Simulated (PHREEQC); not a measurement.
A column of 0.5 m (40 cells, dispersivity 0.025 m, 3600 s a shift, diffusion coefficient 3e-10 m²/s) holds 0.0017 eq of the database's cation exchanger X per kg of pore water, first in equilibrium with 0.47 mmol/kgw KBr, 0.35 mmol/kgw Na2SO4 and 0.01 mmol/kgw HCl. It is flushed with 0.58 mmol/kgw (NH4)2SO4, 1.4 mmol/kgw NH4Cl and 0.01 mmol/kgw HCl, at 25 °C. Values are for the last cell. CO2 from the air is kept out. No solid was allowed to form.

The series has 33 steps of pore volumes, from 0 to 4.013.

All values are PHREEQC results (ion-association model, phreeqc.dat), not measurements.

**Question.** After how many pore volumes does NH4 at the outlet first reach half of its feed value?

**Answer.** By 1.6 pore volumes.

Complexes and solids missing from the database can't appear.
